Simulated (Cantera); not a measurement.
Cantera run:

```python
import numpy as np
import cantera as ct

gas_names = [...]  # 123 gases of nasa_gas.yaml made of C, H, O, Si
cond_names = """
    C(gr) C6H6(L) C7H8(L) C8H18(L),n-octa H2O(s) H2O(L) Si(cr) Si(L) SiC(b) SiO2(Lqz) SiO2(hqz) SiO2(L)
""".split()


# ... load() reads the species with a 1 bar reference pressure and builds the phases ...
atoms = {
    'SiC': {'Si': 1, 'C': 1},
    'CO2': {'C': 1, 'O': 2},
    'H2': {'H': 2},
}
top_T = {'C(gr)': 4500, 'SiC(b)': 3050}  # K; cautious upper limits of use, not melting points


# ... equilibrate(T, P, feed) seeds the gas with the atoms and calls Mixture.equilibrate('TP', solver="vcs", rtol=1e-11, max_steps=5000) ...
results = []
feed = {'SiC': 1, 'CO2': 0.13, 'H2': 1.7}  # mol
T = 1325  # K
P = 7.4  # Pa
mix = equilibrate(T, P, feed)
results.append((T, P, feed, dict(zip(mix.species_names, mix.species_moles))))
x = sorted(zip(gas.X, gas.species_names), reverse=True)
print(f"T = {T:g} K  P = {P:g} Pa  gas = {mix.phase_moles(0):.4g} mol")
print("   x: " + "  ".join(f"{s} {v:.3e}" for v, s in x if v > 1e-06))
print("   condensed (mol): " + ("  ".join(f"{mix.phase(i).name} {mix.phase_moles(i):.4g}"
      for i in range(1, mix.n_phases) if mix.phase_moles(i) > 1e-12) or "none"))
```

It prints:

```
T = 1325 K  P = 7.4 Pa  gas = 1.96 mol
   x: H2 8.672e-01  CO 9.948e-02  SiO 3.316e-02  H 1.770e-04
   condensed (mol): SiC(b) 0.935
```

Equilibrium computed with Cantera from the NASA thermochemical tables; the gas is ideal and each condensed phase is pure.
